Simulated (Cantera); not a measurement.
Source: NASA polynomial tables (part measured, part estimated), evaluated in Cantera. Values are per mole of reaction as written; species without (g) are pure solids or liquids, kept so even where they would boil at 1 bar.

NO(g) + 4 Sr + 3 OH(g) → NH3(g) + 4 SrO

| T (K) | ΔH° (kJ) | ΔS° (J/K) | ΔG° (kJ) | log10 K |
|---|---|---|---|---|
| 1748 | -2632.4 | -576.1 | -1625.3 | 48.57 |
| 1798 | -2630.9 | -575.3 | -1596.6 | 46.38 |
| 1848 | (withheld) | (withheld) | (withheld) | (withheld) |
| 1898 | -2627.7 | -573.6 | -1539.1 | 42.36 |
| 1948 | (withheld) | (withheld) | (withheld) | (withheld) |
| 1998 | -2624.2 | -571.8 | -1481.8 | 38.74 |

### Question
Fill in the missing entries.

### Answer

- 1848, ΔH° (kJ): -2629.4
- 1848, ΔS° (J/K): -574.4
- 1848, ΔG° (kJ): -1567.8
- 1848, log10 K: 44.31
- 1948, ΔH° (kJ): -2626.0
- 1948, ΔS° (J/K): -572.7
- 1948, ΔG° (kJ): -1510.5
- 1948, log10 K: 40.50
